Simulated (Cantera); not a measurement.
Feed: 1 mol Si2H6, 20 mol N2O, 8.2 mol H2, equilibrated at 1498.15 K and 11.0 Pa.

Equilibrium computed with Cantera from the NASA thermochemical tables; the gas is ideal and each condensed phase is pure. Candidate condensed phases: H2O, Si, SiO2, Si2N2O, Si3N4; 35 gas species. The feed counts by its element totals alone. The tables hold silica as quartz up to 1696 K and as liquid above; real silica turns to tridymite and cristobalite and melts near 1996 K. Equilibrium is a limit: real reactors are often held back by kinetics, nucleation or transport.

Base state: N2 0.595, H2O 0.332, O2 0.0709, OH 0.00104, NO 0.000612, H2 0.000220, O 0.000100, H 2.43e-5 (mole fractions); condensed: SiO2(β-quartz).

Q: What changes in the equilibrium state with this change: temperature from 1498.15 K to 1273.15 K?

A: 
| species | before | after |
|---|---|---|
| N2 | 0.595 | 0.595 |
| H2O | 0.332 | 0.333 |
| O2 | 0.0709 | 0.0713 |
| OH | 0.00104 | 0.000104 |
| H | 2.43e-5 | 1.72e-7 |
| O | 0.000100 | 2.75e-6 |
| H2 | 0.000220 | 6.35e-6 |
| SiO2(β-quartz), mol | 2.00 | 2.00 |
